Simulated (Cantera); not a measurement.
Input: 1 mol trisilylamine, 11 mol NH3, 53 mol H2, equilibrated at 0.113 Torr.

Equilibrium computed with Cantera from the NASA thermochemical tables; the gas is ideal and each condensed phase is pure. Candidate condensed phases: Si, Si3N4; 18 gas species. The feed counts by its element totals alone. The tables' values for SiN are old estimates; treat these amounts as uncertain. Gases not in the tables: Si2H6 and higher silanes. Equilibrium is a limit: real reactors are often held back by kinetics, nucleation or transport.

x: gas mole fraction; n: condensed amount in mol.

| T (K) | x H2 | x H | x N2 | x Si | n Si3N4(s) | n Si(s) | n Si(l) |
|---|---|---|---|---|---|---|---|
| 898 | 0.949 | 8.70e-9 | 0.0513 | <1e-12 | 1.00 | 0 | 0 |
| 1098 | 0.949 | 1.97e-6 | 0.0513 | <1e-12 | 1.00 | 0 | 0 |
| 1298 | 0.949 | 8.52e-5 | 0.0513 | 4.21e-8 | 1.000 | 0 | 0 |
| 1498 | 0.924 | [?] | 0.0749 | [?] | 0 | [?] | 0 |
| 1698 | 0.910 | 0.0113 | 0.0742 | 0.00438 | 0 | 0 | 2.63 |
| 1898 | [?] | [?] | 0.0702 | 0.0344 | 0 | 0 | 0 |
| 2098 | 0.694 | 0.209 | 0.0647 | 0.0321 | 0 | 0 | 0 |

Complete the blanks.


- 1898, x H2: 0.837
- 1898, x H: 0.0584
- 1498, x H: 0.00135
- 1498, x Si: 6.69e-5
- 1498, n Si(s): 2.99
